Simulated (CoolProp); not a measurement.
Vapour-liquid equilibrium of carbon dioxide (1) + isopentane (2) at -27.15 °C; x and y are mole fractions of (1).

Values from CoolProp's multi-fluid Helmholtz-energy mixture model, Span 1996 and Lemmon 2006; pair parameters Kunz 2012.

### Question
Give the bubble pressure and the first vapour's composition at x = 0.2, 0.5, 0.95. Is there an azeotrope?

### Answer
x = 0.2: 0.5159 MPa, y = 0.982; x = 0.5: 0.9740 MPa, y = 0.991; x = 0.95: 1.479 MPa, y = 0.998. No azeotrope shows between x = 0.05 and 0.95.

Pair parameters are fitted to limited data, so mixtures are less certain than the pure fluids. The gap from Raoult's law changes sign with composition, which may be real or a fault of the pair parameters; it wasn't checked against measurements. With so large a gap from Raoult's law the liquid may split in two, which this calculation doesn't test in full.
